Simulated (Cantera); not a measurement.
A Cantera script and what it prints.

```python
import numpy as np
import cantera as ct

gas_names = """
    N NO NO2 NO3 N2 N2O O O2 O3 Si SiN SiO SiO2 Si2 Si2N Si3
""".split()
cond_names = """
    Si(cr) Si(L) SiO2(Lqz) SiO2(hqz) SiO2(L) Si2N2O(s) Si3N4(a)
""".split()


# ... load() reads the species with a 1 bar reference pressure and builds the phases ...
atoms = {
    'Si': {'Si': 1},
    'O2': {'O': 2},
    'N2': {'N': 2},
    'N2O': {'N': 2, 'O': 1},
}
top_T = {'Si2N2O(s)': 2100, 'Si3N4(a)': 2400}  # K; cautious upper limits of use, not melting points


# ... equilibrate(T, P, feed) seeds the gas with the atoms and calls Mixture.equilibrate('TP', solver="vcs", rtol=1e-11, max_steps=5000) ...
results = []
feed = {'Si': 1, 'O2': 0.0033, 'N2': 23, 'N2O': 4}  # mol
P = 990000  # Pa
for T in [1623, 1673, 1723, 1773, 1823, 1873, 1923, 1973, 2023]:
    mix = equilibrate(T, P, feed)
    results.append((T, P, feed, dict(zip(mix.species_names, mix.species_moles))))

top = {s: max(r[3][s] / sum(r[3][g] for g in gas_names) for r in results) for s in gas_names}
cols = sorted((s for s in top if top[s] > 0.0001), key=lambda s: -top[s])[:9]
seen = [c for c in cond_names if any(r[3].get(c, 0) > 1e-12 for r in results)]
print("log10 of partial pressures in bar; condensed amounts in mol")
print(f"{'T/K':>10s}" + "".join(f"{s[:9]:>10s}" for s in cols + seen))
for T, P, feed, n in results:
    ng = sum(n[g] for g in gas_names)
    print(f"{T:10.4g}" + "".join(f"{np.log10(max(n[s] / ng * P / 1e5, 1e-99)):10.3f}" for s in cols)
          + "".join(f"{n.get(c, 0):10.4g}" for c in seen))
```

Result:

```
log10 of partial pressures in bar; condensed amounts in mol
       T/K        N2        O2        NO SiO2(hqz)   SiO2(L)
      1623     0.980    -0.456    -2.019         1         0
      1673     0.980    -0.457    -1.931         1         0
      1723     0.979    -0.459    -1.849         0         1
      1773     0.979    -0.461    -1.772         0         1
      1823     0.979    -0.463    -1.699         0         1
      1873     0.979    -0.465    -1.630         0         1
      1923     0.979    -0.467    -1.565         0         1
      1973     0.979    -0.470    -1.503         0         1
      2023     0.979    -0.473    -1.445         0         1
```

Cantera equilibrium calculation (NASA polynomials, part measured and part estimated; ideal gas, pure solids and liquids). The tables hold silica as quartz up to 1696 K and as liquid above; real silica turns to tridymite and cristobalite and melts near 1996 K.
